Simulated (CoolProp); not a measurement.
Propane along the isotherm 131.95 °C: fugacity coefficient from the reference equation and from simpler models built on Tc = 96.7 °C, pc = 42.51 bar, ω = 0.152; each cubic takes its own stable root.

Values from CoolProp's reference Helmholtz-energy equation of state, Lemmon 2009.

```
p (bar)          phase  reference  van der Waals  Soave-Redlich-Kwong  Peng-Robinson
-------  -------------  ---------  -------------  -------------------  -------------
0.336              gas     0.9980         0.9981               0.9980         0.9977
0.69               gas     0.9959         0.9961               0.9959         0.9953
1.42               gas     0.9915         0.9921               0.9915         0.9904
2.91               gas     0.9827         0.9838               0.9827         0.9803
5.98               gas     0.9646         0.9667               0.9646         0.9599
12.3               gas     0.9277         0.9317               0.9278         0.9186
25.2               gas     0.8542         0.8608               0.8548         0.8379
51.8     supercritical     0.7076         0.7117               0.7108         0.6842
106      supercritical     0.4762         0.4867               0.4935         0.4640
```
